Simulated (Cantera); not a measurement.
A closed system holds: 1 mol C₂F₆, 0.14 mol H₂, 0.41 mol CH₄, at 2277 °C and 9.00 mbar.

Equilibrium computed with Cantera from the NASA thermochemical tables; the gas is ideal and each condensed phase is pure. Candidate condensed phases: C, C₆H₆, C₇H₈, C₈H₁₈; 95 gas species. The feed counts by its element totals alone. Gases not in the tables: C₂F₆ and larger saturated fluorocarbons. Kinetics and transport are ignored.

Base state: F 0.457, HF 0.370, CF₂ 0.152, CF 0.0174, CF₄ 0.00139, CF₃ 0.00124, H 0.000208, C₃ 0.000118 (mole fractions); condensed: C(graphite).

Task: What changes in the equilibrium state with this change: pressure from 9.00 mbar to 32.0 Pa?

Result: 
```tsv
species	before	after
F	0.457	0.640
HF	0.370	0.317
CF	0.0174	0.0243
CF₂	0.152	0.0106
CF₄	0.00139	2.40e-7
CF₃	0.00124	4.28e-6
C(graphite), mol	1.52	2.13
```

Task: What changes in the equilibrium state with this change: temperature from 2277 °C to 2600 °C?

Result: 
| species | before | after |
|---|---|---|
| F | 0.457 | 0.577 |
| HF | 0.370 | 0.323 |
| CF | 0.0174 | 0.0506 |
| CF₂ | 0.152 | 0.0348 |
| CF₄ | 0.00139 | 4.20e-6 |
| C₅ | 4.36e-7 | 0.000103 |
| C₄ | 8.95e-8 | 1.95e-5 |
| C₂H | 2.20e-7 | 2.01e-5 |
| C₂ | 1.10e-5 | 0.000833 |
| C(graphite), mol | 1.52 | 1.74 |

Task: What changes in the equilibrium state with this change: temperature from 2277 °C to 2325 °C?

Result: 
```
species             before     after
----------------  --------  --------
F                    0.457     0.489
HF                   0.370     0.361
CF₂                  0.152     0.126
CF                  0.0174    0.0213
CF₄                0.00139  0.000602
C₂                 1.10e-5   2.25e-5
C₃                0.000118  0.000240
C                  3.63e-5   6.77e-5
CF₃                0.00124  0.000800
C(graphite), mol      1.52      1.61
```
